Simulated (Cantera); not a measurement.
## NO annealing gas

An isothermal, constant-pressure homogeneous reactor starts with NO : N2 = 1 : 0.38 (molar parts), at 1650 K and 2670 Pa.

Computed with Cantera and GRI-Mech 3.0 (53 species, 325 reactions). Radical loss at walls, strong at low pressure, is not modelled.

```json
[
 {"t (s)": "2.00e-6", "x NO": "0.725", "x N2": "0.275", "x NO2": "<1e-12", "x O2": "<1e-12", "x O": "1.49e-9"},
 {"t (s)": "1.14e-5", "x NO": "0.725", "x N2": "0.275", "x NO2": "4.08e-12", "x O2": "<1e-12", "x O": "8.49e-9"},
 {"t (s)": "6.45e-5", "x NO": "0.725", "x N2": "0.275", "x NO2": "1.32e-10", "x O2": "5.93e-12", "x O": "4.81e-8"},
 {"t (s)": "0.000367", "x NO": "0.725", "x N2": "0.275", "x NO2": "4.20e-9", "x O2": "1.89e-10", "x O": "2.70e-7"},
 {"t (s)": "0.00208", "x NO": "0.725", "x N2": "0.275", "x NO2": "1.28e-7", "x O2": "5.91e-9", "x O": "1.43e-6"},
 {"t (s)": "0.0118", "x NO": "0.725", "x N2": "0.275", "x NO2": "3.09e-6", "x O2": "2.02e-7", "x O": "5.85e-6"},
 {"t (s)": "0.0672", "x NO": "0.725", "x N2": "0.275", "x NO2": "2.81e-5", "x O2": "1.04e-5", "x O": "1.20e-5"},
 {"t (s)": "0.382", "x NO": "0.724", "x N2": "0.276", "x NO2": "4.92e-5", "x O2": "0.000198", "x O": "1.62e-5"},
 {"t (s)": "2.17", "x NO": "0.721", "x N2": "0.277", "x NO2": "5.82e-5", "x O2": "0.00160", "x O": "1.85e-5"},
 {"t (s)": "12.3", "x NO": "0.705", "x N2": "0.285", "x NO2": "8.94e-5", "x O2": "0.00956", "x O": "2.40e-5"},
 {"t (s)": "70.0", "x NO": "0.622", "x N2": "0.326", "x NO2": "0.000169", "x O2": "0.0510", "x O": "4.11e-5"}
]
```
x: mole fraction; the columns are a selection and need not sum to one.

Equilibrium at this temperature and pressure: NO 0.00282, N2 0.636, NO2 2.13e-6, O2 0.361, O 9.59e-5 (gas phase only).
